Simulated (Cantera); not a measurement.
# Premixed flame

A freely propagating, adiabatic, planar premixed flame of CH₄ : O₂ : N₂ = 1 : 1.54 : 5.78 (molar parts), equivalence ratio 1.3, unburnt at 400 K and 0.148 atm; mixture-averaged transport, grid criteria slope 0.08 and curve 0.16, no radiation.

Model: GRI-Mech 3.0 (53 species, 325 reactions), integrated in Cantera. Burning velocities carry a grid error of a few per cent, more on coarse grids.

| z (mm) | T (K) | u (m/s) | x CH₄ | x O₂ | x OH | x O | x NO | x HCO |
|---|---|---|---|---|---|---|---|---|
| -6.73 | 400 | 0.723 | 0.120 | 0.185 | <1e-8 | <1e-8 | <1e-8 | <1e-8 |
| -4.49 | 401 | 0.728 | 0.120 | 0.184 | <1e-8 | <1e-8 | <1e-8 | <1e-8 |
| -3.37 | 408 | 0.745 | 0.118 | 0.183 | 5.66e-8 | 1.60e-8 | 1.67e-8 | <1e-8 |
| -2.24 | 491 | 0.905 | 0.112 | 0.177 | 3.84e-6 | 3.60e-7 | 2.97e-7 | <1e-8 |
| -1.12 | 972 | 1.84 | 0.0766 | 0.137 | 3.62e-5 | 1.71e-5 | 3.31e-6 | 1.06e-6 |
| -0.561 | 1386 | 2.66 | 0.0415 | 0.0929 | 0.000298 | 0.000117 | 7.41e-6 | 2.16e-5 |
| 0 | 1742 | 3.38 | 0.0114 | 0.0457 | 0.00145 | 0.000493 | 1.46e-5 | 6.52e-5 |
| 0.561 | 1908 | 3.72 | 0.00138 | 0.0177 | 0.00348 | 0.00104 | 2.54e-5 | 3.24e-5 |
| 1.12 | 1950 | 3.79 | 0.000102 | 0.00716 | 0.00478 | 0.00130 | 3.54e-5 | 4.67e-6 |
| 2.24 | 1966 | 3.81 | 5.36e-7 | 0.00270 | 0.00525 | 0.00129 | 4.56e-5 | 7.36e-8 |
| 4.49 | 1977 | 3.82 | <1e-8 | 0.00200 | 0.00512 | 0.00117 | 5.11e-5 | 3.23e-8 |
| 8.98 | 1990 | 3.84 | <1e-8 | 0.00175 | 0.00489 | 0.00104 | 5.33e-5 | 2.98e-8 |
| 18.0 | 2009 | 3.87 | <1e-8 | 0.00142 | 0.00450 | 0.000835 | 5.58e-5 | 2.63e-8 |
x: mole fraction of selected species; z is measured from the peak of heat release.

* **laminar burning velocity**: 72.2 cm/s
* **thermal thickness**: 2.24 mm
* **peak x(OH)**: 0.00525
* **peak x(O)**: 0.00132
* **peak x(HCO)**: 6.55e-5
* **grid points**: 162
